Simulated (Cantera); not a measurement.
An adiabatic, constant-volume homogeneous reactor starts with CH₄ : C₂H₆ : C₃H₈ : O₂ : N₂ : H₂O = 1 : 0.27 : 0.15 : 3.7 : 13.9 : 2.4 (molar parts), equivalence ratio 1.00, at 1625 K and 0.460 bar. Integrator tolerance rtol = 1e-08.

Cantera simulation using GRI-Mech 3.0 (53 species, 325 reactions); the numbers are that mechanism's predictions, not measurements.

What does this change do: H2O 2.4 to 5 parts?


```json
[
 {"quantity": "time of steepest temperature rise", "before": "81.3 µs", "after": "88.1 µs"},
 {"quantity": "temperature at 5.00 s", "before": "2757 K", "after": "2666 K"},
 {"quantity": "equilibrium temperature", "before": "2757 K", "after": "2666 K"},
 {"quantity": "x(CH₄) at 5.00 s", "before": "<1e-12 (gas-phase equilibrium <1e-12)", "after": "<1e-12 (gas-phase equilibrium <1e-12)"},
 {"quantity": "x(C₂H₆) at 5.00 s", "before": "<1e-12 (gas-phase equilibrium <1e-12)", "after": "<1e-12 (gas-phase equilibrium <1e-12)"},
 {"quantity": "x(C₃H₈) at 5.00 s", "before": "<1e-12 (gas-phase equilibrium <1e-12)", "after": "<1e-12 (gas-phase equilibrium <1e-12)"},
 {"quantity": "x(HCN) at 5.00 s", "before": "1.24e-9 (gas-phase equilibrium 1.24e-9)", "after": "6.45e-10 (gas-phase equilibrium 6.45e-10)"},
 {"quantity": "x(H) at 5.00 s", "before": "0.0128 (gas-phase equilibrium 0.0128)", "after": "0.00951 (gas-phase equilibrium 0.00951)"},
 {"quantity": "x(CO₂) at 5.00 s", "before": "0.0452 (gas-phase equilibrium 0.0452)", "after": "0.0469 (gas-phase equilibrium 0.0469)"}
]
```

What does this change do: 0.58 parts H2 added?


```json
[
 {"quantity": "time of steepest temperature rise", "before": "81.3 µs", "after": "69.8 µs"},
 {"quantity": "temperature at 5.00 s", "before": "2757 K", "after": "2779 K"},
 {"quantity": "equilibrium temperature", "before": "2757 K", "after": "2779 K"},
 {"quantity": "x(CH₄) at 5.00 s", "before": "<1e-12 (gas-phase equilibrium <1e-12)", "after": "<1e-12 (gas-phase equilibrium <1e-12)"},
 {"quantity": "x(C₂H₆) at 5.00 s", "before": "<1e-12 (gas-phase equilibrium <1e-12)", "after": "<1e-12 (gas-phase equilibrium <1e-12)"},
 {"quantity": "x(C₃H₈) at 5.00 s", "before": "<1e-12 (gas-phase equilibrium <1e-12)", "after": "<1e-12 (gas-phase equilibrium <1e-12)"},
 {"quantity": "x(HCN) at 5.00 s", "before": "1.24e-9 (gas-phase equilibrium 1.24e-9)", "after": "1.89e-9 (gas-phase equilibrium 1.89e-9)"},
 {"quantity": "x(H) at 5.00 s", "before": "0.0128 (gas-phase equilibrium 0.0128)", "after": "0.0158 (gas-phase equilibrium 0.0158)"},
 {"quantity": "x(CO₂) at 5.00 s", "before": "0.0452 (gas-phase equilibrium 0.0452)", "after": "0.0395 (gas-phase equilibrium 0.0395)"}
]
```
